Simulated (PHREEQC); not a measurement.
Make-up at 25 °C: 0.11 mol/kgw NH3 and 0.00034 mol/kgw K2SiO3. Closed to the air; pH follows from the charge balance.

Equilibrium calculation in PHREEQC: ion-association model, phreeqc.dat.

```
quantity                   before    after
------------------------  -------  -------
pH                          11.19    11.27
ionic strength (mol/kgw)  0.00198  0.00232
NH4+ (mol/kgw)            0.00129  0.00163
```

Problem. What was changed between the two runs?
A) NH3 from 0.11 to 0.165 mol/kgw
B) temperature from 25 to 65 °C
C) K2SiO3 from 0.00034 to 3.4e-05 mol/kgw
D) temperature from 25 to 70 °C
E) diluted 2-fold with water

Solution. A, NH3 from 0.11 to 0.165 mol/kgw

This is a speciation only: nothing precipitates in the calculation.
